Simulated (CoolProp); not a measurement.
Vapour-liquid equilibrium of m-xylene (1) + n-undecane (2) at 428.5 K; x and y are mole fractions of (1).

Computed with CoolProp (multi-fluid Helmholtz-energy mixture model, Zhou 2012 and Aleksandrov 2011; pair parameters Bell 2016).

```json
[
 {"x": "0.05", "bubble pressure (MPa)": "0.03898", "y at the bubble point": "0.181", "dew pressure at overall composition x (MPa)": "0.03482", "liquid density (mol/L)": "4.152"},
 {"x": "0.2", "bubble pressure (MPa)": "0.05570", "y at the bubble point": "0.510", "dew pressure at overall composition x (MPa)": "0.03969", "liquid density (mol/L)": "4.454"},
 {"x": "0.35", "bubble pressure (MPa)": "0.07281", "y at the bubble point": "0.692", "dew pressure at overall composition x (MPa)": "0.04612", "liquid density (mol/L)": "4.795"},
 {"x": "0.5", "bubble pressure (MPa)": "0.09055", "y at the bubble point": "0.808", "dew pressure at overall composition x (MPa)": "0.05499", "liquid density (mol/L)": "5.182"},
 {"x": "0.65", "bubble pressure (MPa)": "0.1090", "y at the bubble point": "0.888", "dew pressure at overall composition x (MPa)": "0.06801", "liquid density (mol/L)": "5.626"},
 {"x": "0.8", "bubble pressure (MPa)": "0.1280", "y at the bubble point": "0.946", "dew pressure at overall composition x (MPa)": "0.08906", "liquid density (mol/L)": "6.138"},
 {"x": "0.95", "bubble pressure (MPa)": "0.1474", "y at the bubble point": "0.989", "dew pressure at overall composition x (MPa)": "0.1296", "liquid density (mol/L)": "6.737"}
]
```

No azeotrope shows between x = 0.05 and 0.95.

The pair parameters rest on a limited set of measurements; away from them the model extrapolates.
